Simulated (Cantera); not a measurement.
A perfectly stirred reactor is fed with CH4 : H2 : H = 0.011 : 1 : 0.031 (molar parts), at 0.132 atm; it is held at 2100 K, and followed from long to short residence time.

Computed with Cantera and GRI-Mech 3.0 (53 species, 325 reactions). GRI-Mech 3.0 stops at C3 and has no aromatics, soot or wall deposition, so with more carbon than oxygen in the feed, carbon stays in small species such as C2H2 where larger ones or solid carbon would form.

x: mole fraction; the columns are a selection and need not sum to one.

```
τ (s)      x CH4   x H2      x H    x CH2     x CH3   x C2H4
------  --------  -----  -------  -------  --------  -------
7.4     0.000190  0.986  0.00857  3.80e-7   3.21e-5  2.68e-6
2.3     0.000316  0.986  0.00861  6.35e-7   5.34e-5  2.67e-6
0.74    0.000532  0.986  0.00869  1.09e-6   9.09e-5  2.68e-6
0.23         [?]  0.985  0.00888      [?]       [?]  2.80e-6
0.074        [?]  0.985  0.00922      [?]       [?]      [?]
0.023    0.00228  0.983  0.00994  5.82e-6  0.000446  4.71e-6
0.0074   0.00320  0.981   0.0113  1.01e-5  0.000709  7.93e-6
0.0023   0.00410  0.978   0.0136  1.80e-5   0.00110  1.43e-5
```

**Question.** Some entries are withheld; supply them.

**Answer.** 
- 0.23, x CH4: 0.000906
- 0.23, x CH2: 1.91e-6
- 0.23, x CH3: 0.000158
- 0.074, x CH4: 0.00147
- 0.074, x CH2: 3.30e-6
- 0.074, x CH3: 0.000267
- 0.074, x C2H4: 3.28e-6
